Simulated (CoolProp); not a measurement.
Vapour-liquid equilibrium of propane (1) + isohexane (2) at 231.6 K; x and y are mole fractions of (1).

Values from CoolProp's multi-fluid Helmholtz-energy mixture model, Lemmon 2009 and Lemmon 2006; pair parameters Bell 2016.

```csv
x,bubble pressure (MPa),y at the bubble point,dew pressure at overall composition x (MPa),liquid density (mol/L)
0.05,(withheld),0.899,(withheld),8.380
0.2,0.02312,0.976,0.0008513,8.932
0.35,0.03892,0.988,0.001046,9.546
0.5,0.05404,(withheld),0.001357,10.23
0.65,0.06875,0.996,0.001930,11.00
0.8,0.08342,0.998,0.003342,11.85
0.95,0.09858,(withheld),(withheld),(withheld)
```

### Question
Some entries are withheld; supply them.

### Answer

- 0.05, bubble pressure (MPa): 0.006455
- 0.05, dew pressure at overall composition x (MPa): 0.0007176
- 0.5, y at the bubble point: 0.993
- 0.95, y at the bubble point: 1.000
- 0.95, dew pressure at overall composition x (MPa): 0.01241
- 0.95, liquid density (mol/L): 12.81

No azeotrope shows between x = 0.05 and 0.95.

Pair parameters are fitted to limited data, so mixtures are less certain than the pure fluids.
